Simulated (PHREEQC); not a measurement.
Make-up at 25 °C: 0.13 mol/kgw H2SO4 and 0.00046 mol/kgw NiSO4. Closed to the air; pH follows from the charge balance.

Computed with PHREEQC (ion-association model, wateq4f.dat).

No solid was allowed to form.

### Question
Order these S species by the share of S that they hold, largest first: HSO4-, SO4-2, NiSO4.

### Answer
HSO4- (83 %), SO4-2 (17 %), NiSO4 (0.10 %)

The pH is 0.91 and the ionic strength 0.175 mol/kgw. Species that the database lacks are ignored.
